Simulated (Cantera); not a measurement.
Cantera with NASA thermochemical tables; ideal gases at 1 bar, condensed phases pure. Values are per mole of reaction as written; species without (g) are pure solids or liquids, kept so even where they would boil at 1 bar.

4 PH3(g) + 5 NO2(g) = P4O10 + N(g) + 4 NH3(g), with ΔH° = -2913.7 kJ and ΔS° = -888.6 J/K at 300 K.

Problem. How far is the shortcut ΔG° ≈ ΔH°(300 K) − T·ΔS°(300 K) from the full temperature-dependent value at 573, 598, 623, 648, 673 K?

Solution. 
| T (K) | shortcut (kJ) | full (kJ) | difference (kJ) | difference in log10 K |
|---|---|---|---|---|
| 573 | -2404.5 | -2410.4 | 5.9 | -0.54 |
| 598 | -2382.3 | -2389.4 | 7.1 | -0.62 |
| 623 | -2360.1 | -2368.4 | 8.4 | -0.70 |
| 648 | -2337.9 | -2347.6 | 9.7 | -0.79 |
| 673 | -2315.6 | -2326.9 | 11.2 | -0.87 |
The shortcut ignores the heat-capacity change of the reaction.
